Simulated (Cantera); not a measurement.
**Premixed flame**

A freely propagating, adiabatic, planar premixed flame of 28.5 % H₂, 15.0 % O₂, 56.5 % N₂, unburnt at 325 K and 100.0 Torr; mixture-averaged transport, grid criteria slope 0.08 and curve 0.16, no radiation.

Detailed kinetics in Cantera: the H2/O2 subset of GRI-Mech 3.0, which has no nitrogen chemistry. Burning velocities carry a grid error of a few per cent, more on coarse grids.

```json
[
 {"z (mm)": "-15.8", "T (K)": "325", "u (m/s)": "2.15", "x H₂": "0.285", "x O₂": "0.150", "x H": "<1e-8", "x HO₂": "<1e-8", "x H₂O": "<1e-8", "x OH": "<1e-8"},
 {"z (mm)": "-10.5", "T (K)": "325", "u (m/s)": "2.15", "x H₂": "0.285", "x O₂": "0.150", "x H": "<1e-8", "x HO₂": "<1e-8", "x H₂O": "<1e-8", "x OH": "<1e-8"},
 {"z (mm)": "-7.91", "T (K)": "325", "u (m/s)": "2.15", "x H₂": "0.285", "x O₂": "0.150", "x H": "<1e-8", "x HO₂": "<1e-8", "x H₂O": "<1e-8", "x OH": "<1e-8"},
 {"z (mm)": "-5.27", "T (K)": "325", "u (m/s)": "2.15", "x H₂": "0.285", "x O₂": "0.150", "x H": "<1e-8", "x HO₂": "<1e-8", "x H₂O": "<1e-8", "x OH": "<1e-8"},
 {"z (mm)": "-2.64", "T (K)": "327", "u (m/s)": "2.16", "x H₂": "0.284", "x O₂": "0.150", "x H": "8.06e-7", "x HO₂": "1.37e-5", "x H₂O": "2.25e-5", "x OH": "1.08e-6"},
 {"z (mm)": "-1.32", "T (K)": "539", "u (m/s)": "3.47", "x H₂": "0.254", "x O₂": "0.147", "x H": "0.00400", "x HO₂": "7.62e-5", "x H₂O": "0.0145", "x OH": "0.000776"},
 {"z (mm)": "0", "T (K)": "1016", "u (m/s)": "6.31", "x H₂": "0.140", "x O₂": "0.108", "x H": "0.0426", "x HO₂": "1.97e-5", "x H₂O": "0.105", "x OH": "0.00194"},
 {"z (mm)": "1.32", "T (K)": "1313", "u (m/s)": "8.07", "x H₂": "0.0496", "x O₂": "0.0485", "x H": "0.0676", "x HO₂": "7.51e-6", "x H₂O": "0.210", "x OH": "0.00641"},
 {"z (mm)": "2.64", "T (K)": "1441", "u (m/s)": "8.80", "x H₂": "0.0391", "x O₂": "0.0375", "x H": "0.0623", "x HO₂": "5.03e-6", "x H₂O": "0.229", "x OH": "0.00881"},
 {"z (mm)": "5.27", "T (K)": "1581", "u (m/s)": "9.56", "x H₂": "0.0392", "x O₂": "0.0337", "x H": "0.0502", "x HO₂": "3.75e-6", "x H₂O": "0.237", "x OH": "0.0113"},
 {"z (mm)": "10.5", "T (K)": "1730", "u (m/s)": "10.4", "x H₂": "0.0385", "x O₂": "0.0301", "x H": "0.0376", "x HO₂": "2.77e-6", "x H₂O": "0.247", "x OH": "0.0135"},
 {"z (mm)": "21.1", "T (K)": "1880", "u (m/s)": "11.1", "x H₂": "0.0356", "x O₂": "0.0263", "x H": "0.0260", "x HO₂": "2.00e-6", "x H₂O": "0.259", "x OH": "0.0149"},
 {"z (mm)": "42.2", "T (K)": "2021", "u (m/s)": "11.8", "x H₂": "0.0307", "x O₂": "0.0225", "x H": "0.0165", "x HO₂": "1.44e-6", "x H₂O": "0.273", "x OH": "0.0151"}
]
```
x: mole fraction of selected species; z is measured from the peak of heat release.

- laminar burning velocity: 215 cm/s
- thermal thickness: 5.27 mm
- peak x(H): 0.0678
- peak x(HO₂): 0.000134
- peak x(OH): 0.0152
- grid points: 128
